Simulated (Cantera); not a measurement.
Charge: 1 mol Fe(CO)₅, 0.66 mol O₂, 58 mol N₂, equilibrated at 45.0 Pa.

Equilibrium computed with Cantera from the NASA thermochemical tables; the gas is ideal and each condensed phase is pure. Candidate condensed phases: C, Fe, Fe(CO)₅, FeO, Fe₂O₃, Fe₃O₄; 27 gas species. Mutual solubility and eutectic melting of coexisting phases are not modelled. The tables' stoichiometric FeO is somewhat more stable than real wüstite, so its field is too wide. FeO: taken at fixed stoichiometry. Equilibrium is a limit: real reactors are often held back by kinetics, nucleation or transport.

x: gas mole fraction; n: condensed amount in mol.

| T (K) | x N₂ | x CO | x CO₂ | x Fe | x FeO | n Fe(α) | n FeO(s) | n Fe(γ) |
|---|---|---|---|---|---|---|---|---|
| 925 | 0.921 | 0.0613 | 0.0181 | <1e-12 | <1e-12 | 0.818 | 0.182 | 0 |
| 975 | 0.921 | 0.0626 | 0.0168 | 9.38e-12 | <1e-12 | 0.736 | 0.264 | 0 |
| 1025 | 0.921 | 0.0637 | 0.0157 | 1.09e-10 | <1e-12 | 0.666 | 0.334 | 0 |
| 1075 | 0.921 | 0.0645 | 0.0148 | 1.00e-9 | <1e-12 | 0.614 | 0.386 | 0 |
| 1125 | 0.921 | 0.0652 | 0.0142 | 7.48e-9 | <1e-12 | 0.572 | 0.428 | 0 |
| 1175 | 0.921 | 0.0658 | 0.0136 | 4.68e-8 | 8.29e-12 | 0.536 | 0.464 | 0 |
| 1225 | 0.921 | 0.0663 | 0.0131 | 2.51e-7 | 6.82e-11 | 0 | 0.495 | 0.505 |
| 1275 | 0.921 | 0.0667 | 0.0127 | (withheld) | (withheld) | 0 | 0.523 | 0.477 |
| 1325 | 0.921 | 0.0671 | 0.0122 | 4.88e-6 | 2.82e-9 | 0 | 0.549 | 0.451 |
| 1375 | 0.921 | 0.0675 | 0.0119 | (withheld) | (withheld) | 0 | 0.572 | 0.427 |
| 1425 | 0.921 | 0.0678 | 0.0115 | 6.21e-5 | 6.81e-8 | 0 | 0.594 | 0.402 |
| 1475 | 0.920 | 0.0681 | 0.0112 | 0.000194 | 2.83e-7 | 0 | 0.614 | 0.373 |
| 1525 | 0.920 | 0.0684 | 0.0109 | 0.000562 | 1.07e-6 | 0 | 0.633 | 0.332 |
| 1575 | 0.919 | 0.0686 | 0.0106 | 0.00152 | 3.69e-6 | 0 | 0.650 | 0.254 |

Q: Some entries are withheld; supply them.

A: 
- 1375, x Fe: 1.82e-5
- 1375, x FeO: 1.47e-8
- 1275, x Fe: 1.17e-6
- 1275, x FeO: 4.73e-10
